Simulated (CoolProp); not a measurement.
Values from CoolProp's reference Helmholtz-energy equation of state, Smukala 2000.

**Question.** For ethylene, give the phase and the cp (kJ/(kg K)), speed of sound (m/s), isothermal compressibility (1/MPa), expansivity (1/kK) at 45.95 °C and 263 bar; 58.95 °C and 263 bar; 97.95 °C and 263 bar.

**Answer.** 
- 45.95 °C and 263 bar: supercritical; cp 2.75, speed of sound 695, isothermal compressibility 0.00966, expansivity 3.85
- 58.95 °C and 263 bar: supercritical; cp 2.81, speed of sound 647, isothermal compressibility 0.0117, expansivity 4.09
- 97.95 °C and 263 bar: supercritical; cp 2.92, speed of sound 543, isothermal compressibility 0.0191, expansivity 4.53
